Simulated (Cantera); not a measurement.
Charge: 1 mol Fe(CO)5, 0.86 mol CO, 24 mol H2, held at 12.0 Pa.

Method: chemical equilibrium by Gibbs-energy minimisation in Cantera with the NASA 1993 tables (ideal gas, pure condensed phases). Candidate condensed phases: C, C6H6, C7H8, C8H18, Fe, Fe(CO)5, FeO, Fe(OH)2, Fe(OH)3, Fe2O3, Fe3O4, H2O; 114 gas species. Condensed phases not in the tables: cementite and carbon dissolved in iron. Rates play no part.

**Question.** At 627 °C, list the 5 most abundant gas species with their mole fractions, and the condensed phases.

**Answer.** H2 0.804, CO 0.196, H2O 4.59e-5, CO2 2.58e-5, CH4 2.42e-5. Condensed: C(graphite) + Fe(α).
